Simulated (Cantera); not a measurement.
## Equilibrium for silicon etching in halogen gases: Si + F2 + H2

Input: 1 mol Si, 2.3 mol F2, a varied amount of H2, equilibrated at 350 °C and 38.3 Torr.

Cantera equilibrium calculation (NASA polynomials, part measured and part estimated; ideal gas, pure solids and liquids). Candidate condensed phases: Si; 25 gas species. Kinetics and transport are ignored.

```json
[
 {"n(H2) (mol)": "0.17", "x H2": "<1e-12", "x SiF4": "0.680", "x HF": "0.231", "x F2": "0.0883", "x F": "0.000338"},
 {"n(H2) (mol)": "0.34", "x H2": "0.0244", "x SiF4": "0.610", "x HF": "0.366", "x F2": "<1e-12", "x F": "<1e-12"},
 {"n(H2) (mol)": "0.71", "x H2": "0.204", "x SiF4": "0.498", "x HF": "0.299", "x F2": "<1e-12", "x F": "<1e-12"},
 {"n(H2) (mol)": "1.5", "x H2": "0.429", "x SiF4": "0.357", "x HF": "0.214", "x F2": "<1e-12", "x F": "<1e-12"},
 {"n(H2) (mol)": "3.1", "x H2": "0.636", "x SiF4": "0.227", "x HF": "0.136", "x F2": "<1e-12", "x F": "<1e-12"},
 {"n(H2) (mol)": "6.3", "x H2": "0.789", "x SiF4": "0.132", "x HF": "0.0789", "x F2": "<1e-12", "x F": "<1e-12"},
 {"n(H2) (mol)": "13", "x H2": "0.888", "x SiF4": "0.0699", "x HF": "0.0420", "x F2": "<1e-12", "x F": "<1e-12"},
 {"n(H2) (mol)": "27", "x H2": "0.943", "x SiF4": "0.0353", "x HF": "0.0212", "x F2": "<1e-12", "x F": "<1e-12"},
 {"n(H2) (mol)": "56", "x H2": "0.972", "x SiF4": "0.0175", "x HF": "0.0105", "x F2": "<1e-12", "x F": "<1e-12"}
]
```
x: gas mole fraction; nothing condenses.

From 0.17 mol H2 to 56 mol H2 nothing is condensed. The main Si-bearing gas is SiF4 throughout.
